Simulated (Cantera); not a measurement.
Feed: 1 mol B2O3, 31 mol N2, a varied amount of H2, held at 2023.15 K and 25.0 mbar.

Method: chemical equilibrium by Gibbs-energy minimisation in Cantera with the NASA 1993 tables (ideal gas, pure condensed phases). Candidate condensed phases: B, BN, B2O3, B3O3H3, H2O; 39 gas species. Kinetics and transport are ignored.

log p: log10 of the partial pressure in bar; nothing condenses.

| n(H2) (mol) | log p N2 | log p H2 | log p B2O3 | log p HBO2 | log p HBO | log p H |
|---|---|---|---|---|---|---|
| 1.2 | -1.63 | -3.15 | -3.29 | -3.65 | -4.04 | -4.30 |
| 1.7 | -1.64 | -2.99 | -3.32 | -3.61 | -3.95 | -4.21 |
| 2.3 | -1.65 | -2.85 | -3.35 | -3.58 | -3.87 | -4.14 |
| 3.2 | -1.66 | -2.70 | -3.39 | -3.55 | -3.80 | -4.07 |
| 4.5 | -1.67 | ___ | -3.44 | -3.53 | ___ | ___ |
| 6.3 | -1.70 | -2.43 | -3.51 | -3.52 | -3.67 | -3.93 |
| 8.8 | -1.72 | -2.30 | -3.58 | -3.51 | -3.63 | -3.87 |
| 12 | -1.76 | -2.19 | -3.66 | -3.52 | -3.59 | -3.82 |
| 17 | -1.80 | ___ | ___ | -3.54 | -3.57 | -3.76 |
| 24 | -1.86 | -1.99 | -3.91 | -3.58 | -3.57 | -3.72 |

Some entries are withheld; supply them.


- 17, log p H2: -2.09
- 17, log p B2O3: -3.78
- 4.5, log p H2: -2.56
- 4.5, log p HBO: -3.73
- 4.5, log p H: -4.00
